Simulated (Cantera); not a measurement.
A freely propagating, adiabatic, planar premixed flame of 7.70 % CH₄, 5.70 % H₂, 16.6 % O₂, 62.4 % N₂, 7.70 % H₂O, equivalence ratio 1.1, unburnt at 550 K and 0.227 atm; mixture-averaged transport, grid criteria slope 0.08 and curve 0.16, no radiation.

Cantera simulation using GRI-Mech 3.0 (53 species, 325 reactions); the numbers are that mechanism's predictions, not measurements. Burning velocities carry a grid error of a few per cent, more on coarse grids.

x: mole fraction of selected species; z is measured from the peak of heat release.

| z (mm) | T (K) | u (m/s) | x CH₄ | x H₂ | x O₂ | x OH | x CO | x CO₂ |
|---|---|---|---|---|---|---|---|---|
| -3.74 | 550 | 1.75 | 0.0770 | 0.0569 | 0.166 | <1e-8 | 7.81e-8 | <1e-8 |
| -2.49 | 550 | 1.75 | 0.0770 | 0.0568 | 0.166 | <1e-8 | 2.24e-6 | 6.17e-8 |
| -1.87 | 552 | 1.75 | 0.0769 | 0.0566 | 0.165 | 6.61e-8 | 1.92e-5 | 7.50e-7 |
| -1.25 | 581 | 1.84 | 0.0759 | 0.0560 | 0.164 | ? | ? | ? |
| -0.623 | 879 | 2.81 | 0.0615 | 0.0550 | 0.146 | 9.08e-5 | 0.00843 | 0.00122 |
| -0.311 | 1256 | 4.05 | 0.0368 | 0.0540 | 0.112 | 0.000537 | 0.0250 | 0.00472 |
| 0 | 1624 | 5.29 | 0.0102 | 0.0487 | 0.0651 | 0.00278 | 0.0454 | 0.0121 |
| 0.311 | 1783 | 5.83 | 0.00107 | 0.0389 | 0.0344 | 0.00677 | 0.0495 | 0.0216 |
| 0.623 | 1821 | 5.95 | 6.00e-5 | 0.0331 | 0.0223 | 0.00917 | 0.0434 | 0.0301 |
| 1.25 | 1849 | 6.02 | 1.87e-7 | 0.0315 | 0.0163 | 0.0102 | 0.0343 | 0.0403 |
| 2.49 | 1884 | 6.10 | <1e-8 | 0.0319 | 0.0141 | 0.0104 | 0.0289 | 0.0463 |
| 4.98 | 1932 | 6.23 | <1e-8 | 0.0310 | 0.0125 | 0.0102 | 0.0273 | 0.0482 |
| 9.96 | 1994 | 6.41 | <1e-8 | 0.0289 | ? | 0.00974 | 0.0266 | 0.0492 |

Question: Complete the blanks.

Answer: 
- -1.25, x OH: 7.76e-6
- -1.25, x CO: 0.000404
- -1.25, x CO₂: 3.10e-5
- 9.96, x O₂: 0.0106
